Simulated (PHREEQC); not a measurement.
## Spent oxide etchant (model solution)

Make-up at 10 °C: 0.0011 mol/kgw NH4HF2, 0.13 mol/kgw (NH4)2SiF6 and 4.2e-05 mol/kgw H3AsO4. Closed to the air; pH follows from the charge balance.

All values are PHREEQC results (ion-association model, wateq4f.dat), not measurements.

This is a speciation only: nothing precipitates in the calculation.

**Question.** What pH does the model give?

**Answer.** pH 3.11.

**Question.** In which forms is As present?

**Answer.** H2AsO4- 92 %, H3AsO4 8.2 % of the As.

Examples of supersaturated solids here: Quartz (slow to form), Chalcedony (slow to form). Others may be too. Complexes and solids missing from the database can't appear. Constants without temperature data keep their 25 °C values here. SiF6-2 is the database's only silicon fluoride.
